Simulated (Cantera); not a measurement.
Charge: 1 mol SiC, 1.2 mol N₂O, 380 mol N₂, 0.031 mol CO₂, at 1752 °C and 0.00180 Torr.

Method: chemical equilibrium by Gibbs-energy minimisation in Cantera with the NASA 1993 tables (ideal gas, pure condensed phases). Candidate condensed phases: C, Si, SiC, SiO₂, Si₂N₂O, Si₃N₄; 34 gas species. Kinetics and transport are ignored.

Base state: N₂ 0.995, CO 0.00269, Si 0.00201, SiO 0.000603 (mole fractions); condensed: gas only.

What changes in the equilibrium state with this change: CO₂ from 0.031 to 2.1 mol?


| species | before | after |
|---|---|---|
| N₂ | 0.995 | 0.986 |
| CO | 0.00269 | 0.00797 |
| O | 1.33e-9 | 0.00313 |
| SiO | 0.000603 | 0.00259 |
| Si | 0.00201 | 3.65e-9 |
| NO | <1e-9 | 0.000120 |
